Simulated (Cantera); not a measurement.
Input: 1 mol TiO2, 2.4 mol CH4, 2 mol CO, equilibrated at 1125 K and 0.250 bar.

Equilibrium computed with Cantera from the NASA thermochemical tables; the gas is ideal and each condensed phase is pure. Candidate condensed phases: C, C6H6, C7H8, C8H18, H2O, Ti, TiC, TiO, TiO2, Ti2O3, Ti3O5, Ti4O7; 113 gas species. Equilibrium is a limit: real reactors are often held back by kinetics, nucleation or transport.

Base state: H2 0.701, CO 0.291, CH4 0.00355, H2O 0.00328, CO2 0.00124 (mole fractions); condensed: C(graphite) + TiO2(rutile).

Problem. What changes in the equilibrium state with this change: temperature from 1125 K to 1000 K?

Solution. 
```tsv
species	before	after
H2	0.701	0.693
CO	0.291	0.267
H2O	0.00328	0.0183
CO2	0.00124	0.0101
CH4	0.00355	0.0115
C(graphite), mol	2.41	2.51
TiO2(rutile), mol	1.00	1.00
```

Problem. What changes in the equilibrium state with this change: CO from 2 to 0.39 mol?

Solution. 
```
species             before    after
-----------------  -------  -------
H2                   0.701    0.918
CO                   0.291   0.0744
CH4                0.00355  0.00608
CO2                0.00124  8.10e-5
H2O                0.00328  0.00110
C(graphite), mol      2.41     2.37
TiO2(rutile), mol     1.00     1.00
```
